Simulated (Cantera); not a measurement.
A closed system holds: 1 mol TEOS, 8.7 mol O2, held at 1223 K and 29.0 mbar.

Method: chemical equilibrium by Gibbs-energy minimisation in Cantera with the NASA 1993 tables (ideal gas, pure condensed phases). Candidate condensed phases: C, C6H6, C7H8, C8H18, H2O, Si, SiC, SiO2; 123 gas species. The feed counts by its element totals alone. The tables hold silica as quartz up to 1696 K and as liquid above; real silica turns to tridymite and cristobalite and melts near 1996 K. Gases not in the tables: Si(OH)4. Kinetics and transport are ignored.

Base state: H2O 0.374, CO2 0.260, CO 0.185, H2 0.182 (mole fractions); condensed: SiO2(β-quartz).

What changes in the equilibrium state with this change: O2 from 8.7 to 0.065 mol?


```json
[
 {"species": "H2", "before": "0.182", "after": "0.824"},
 {"species": "CO", "before": "0.185", "after": "0.176"},
 {"species": "CH4", "before": "<1e-9", "after": "0.000262"},
 {"species": "H2O", "before": "0.374", "after": "8.43e-5"},
 {"species": "CO2", "before": "0.260", "after": "1.23e-5"},
 {"species": "SiO2(β-quartz), mol", "before": "1.00", "after": "1.00"},
 {"species": "C(graphite), mol", "before": "0", "after": "5.87"}
]
```

What changes in the equilibrium state with this change: temperature from 1223 K to 998 K?


```csv
species,before,after
H2O,0.374,0.331
CO2,0.260,0.302
H2,0.182,0.225
CO,0.185,0.142
"SiO2(β-quartz), mol",1.00,1.00
```
